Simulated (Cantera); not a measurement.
## Silicon oxide and oxynitride deposition: SiH2Cl2 + NO + N2

A closed system holds: 1 mol SiH2Cl2, 0.32 mol NO, 48 mol N2, held at 2048 K and 1000 Pa.

Equilibrium computed with Cantera from the NASA thermochemical tables; the gas is ideal and each condensed phase is pure. Candidate condensed phases: H2O, NH4Cl, Si, SiO2, Si2N2O, Si3N4; 47 gas species. The tables' values for SiCl, SiN, SiCl3 are old estimates; treat these amounts as uncertain. The numbers say what is thermodynamically allowed, not how fast it happens.

- x(N2): 0.950
- x(HCl): 0.0148
- x(H2): 0.0112
- x(SiCl2): 0.0108
- x(SiO): 0.00631
- x(H): 0.00236
- x(Cl): 0.00232
- x(Si): 0.00185
- x(SiCl): 0.000613
- gas amount: 50.71 mol
- log10 activity of Si(l) (absent): -0.61
